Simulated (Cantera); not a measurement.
# Premixed flame

A freely propagating, adiabatic, planar premixed flame of 18.7 % CO, 2.44 % H2, 14.3 % O2, 64.5 % N2, equivalence ratio 0.74, unburnt at 700 K and 101000 Pa; mixture-averaged transport, grid criteria slope 0.08 and curve 0.16, no radiation.

Computed with Cantera and GRI-Mech 3.0 (53 species, 325 reactions). Burning velocities carry a grid error of a few per cent, more on coarse grids.

| z (mm) | T (K) | u (m/s) | x CO | x H2 | x O2 | x H2O | x NO2 | x N2O |
|---|---|---|---|---|---|---|---|---|
| -2.97 | 700 | 1.54 | 0.187 | 0.0244 | 0.143 | <1e-8 | <1e-8 | <1e-8 |
| -1.98 | 700 | 1.54 | 0.187 | 0.0243 | 0.143 | 3.72e-8 | <1e-8 | <1e-8 |
| -1.48 | 700 | 1.54 | 0.188 | 0.0242 | 0.143 | 2.44e-7 | <1e-8 | <1e-8 |
| -0.990 | 700 | 1.54 | 0.188 | 0.0238 | 0.143 | 3.72e-6 | <1e-8 | <1e-8 |
| -0.495 | 710 | 1.56 | 0.188 | 0.0210 | 0.143 | 0.000351 | <1e-8 | <1e-8 |
| -0.247 | 845 | 1.85 | 0.181 | 0.0150 | 0.139 | 0.00465 | <1e-8 | <1e-8 |
| 0 | 1214 | 2.61 | 0.145 | 0.00513 | 0.114 | 0.0164 | <1e-8 | 8.91e-8 |
| 0.247 | 1500 | 3.16 | 0.0990 | 0.00163 | 0.0847 | 0.0193 | <1e-8 | 2.75e-7 |
| 0.495 | 1663 | 3.45 | 0.0717 | 0.00158 | 0.0708 | 0.0179 | <1e-8 | 3.21e-7 |
| 0.990 | 1826 | 3.75 | 0.0537 | 0.00154 | 0.0627 | 0.0187 | 1.42e-8 | 3.41e-7 |
| 1.98 | 1965 | 3.99 | 0.0429 | 0.00120 | 0.0586 | 0.0210 | 2.35e-8 | 3.91e-7 |
| 3.96 | 2078 | 4.19 | 0.0326 | 0.000850 | 0.0547 | 0.0227 | 4.18e-8 | 4.41e-7 |
| 7.92 | 2166 | 4.34 | 0.0233 | 0.000572 | 0.0511 | 0.0238 | 8.13e-8 | 4.59e-7 |
x: mole fraction of selected species; z is measured from the peak of heat release.

The laminar burning velocity is 154 cm/s, the thermal thickness is 0.990 mm and the grid points comes out as 135.
